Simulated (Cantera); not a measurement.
Hydrocarbon pyrolysis for carbon deposition

An isothermal, constant-pressure homogeneous reactor starts with 16.1 % CH4, 83.9 % N2, at 1600 K and 1.50 Torr.

Detailed kinetics in Cantera: GRI-Mech 3.0 (53 species, 325 reactions). GRI-Mech 3.0 stops at C3 and has no aromatics, soot or wall deposition, so with more carbon than oxygen in the feed, carbon stays in small species such as C2H2 where larger ones or solid carbon would form. Radical loss at walls, strong at low pressure, is not modelled.

| t (s) | x CH4 | x CH2 | x HCN | x C2H2 | x H2 | x C2H6 | x CH3 |
|---|---|---|---|---|---|---|---|
| 5.00e-6 | 0.161 | <1e-12 | <1e-12 | <1e-12 | 9.20e-11 | <1e-12 | 4.58e-9 |
| 2.71e-5 | 0.161 | <1e-12 | <1e-12 | <1e-12 | 2.51e-9 | <1e-12 | 2.68e-8 |
| 0.000147 | 0.161 | <1e-12 | <1e-12 | <1e-12 | 5.51e-8 | <1e-12 | 1.87e-7 |
| 0.000794 | 0.161 | <1e-12 | <1e-12 | <1e-12 | 6.03e-7 | <1e-12 | 1.32e-6 |
| 0.00430 | 0.161 | 2.12e-11 | <1e-12 | <1e-12 | 3.75e-6 | 3.67e-11 | 7.61e-6 |
| 0.0233 | 0.161 | 5.18e-10 | <1e-12 | 5.05e-10 | 2.10e-5 | 4.86e-9 | 4.16e-5 |
| 0.126 | 0.161 | 1.39e-8 | <1e-12 | 4.81e-7 | 0.000146 | 3.38e-7 | 0.000225 |
| 0.682 | 0.155 | 3.06e-7 | 3.53e-10 | 0.000502 | 0.00584 | 1.05e-5 | 0.00112 |
| 3.69 | 0.0645 | 5.73e-7 | 1.80e-7 | 0.0397 | 0.123 | 9.43e-6 | 0.000991 |
| 20.0 | 0.00936 | 2.30e-7 | 1.51e-6 | 0.0653 | 0.196 | 4.02e-7 | 0.000223 |
x: mole fraction; the columns are a selection and need not sum to one.

Equilibrium at this temperature and pressure: CH4 1.02e-5, CH2 1.40e-9, HCN 0.0776, C2H2 0.0306, H2 0.208, C2H6 2.47e-12, CH3 5.58e-7 (gas phase only).
